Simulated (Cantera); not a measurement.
# Equilibrium for abatement and gas-phase synthesis: NF₃ + O₂ + N₂ + H₂O

Feed: 1 mol NF₃, 0.048 mol O₂, 3.3 mol N₂, 3.7 mol H₂O, equilibrated at 3.90 Torr.

These are equilibrium values from Cantera (NASA tables, ideal gas, pure condensed phases), not measurements of a reactor. Candidate condensed phases: H₂O; 40 gas species. Rates play no part.

```tsv
T (°C)	x N₂	x HF	x H₂O	x H	x O	x O₂	x OH	x H₂
1452	0.387	0.306	0.223	4.34e-5	0.000228	0.0803	0.00188	0.000284
1552	0.386	0.306	0.222	0.000166	0.000601	0.0796	0.00348	0.000738
1652	0.385	0.305	0.219	0.000552	0.00143	0.0786	0.00602	0.00173
1752	0.383	0.304	0.214	0.00162	0.00312	0.0774	0.00979	0.00370
1852	0.380	0.302	0.205	0.00428	0.00631	0.0759	0.0150	0.00723
1952	0.375	0.298	0.190	0.0102	0.0119	0.0741	0.0218	0.0129
2052	0.367	0.292	0.168	0.0220	0.0214	0.0721	0.0297	0.0207
2152	0.355	0.283	0.138	0.0428	0.0362	0.0694	0.0377	0.0297
2252	0.339	0.270	0.102	0.0751	0.0579	0.0649	0.0439	0.0374
2352	0.319	0.254	0.0661	0.118	0.0868	0.0577	0.0460	0.0404
2452	0.299	0.236	0.0361	0.167	0.121	0.0473	0.0425	0.0372
```
x: gas mole fraction; nothing condenses.

From 1452 °C to 2452 °C nothing is condensed.
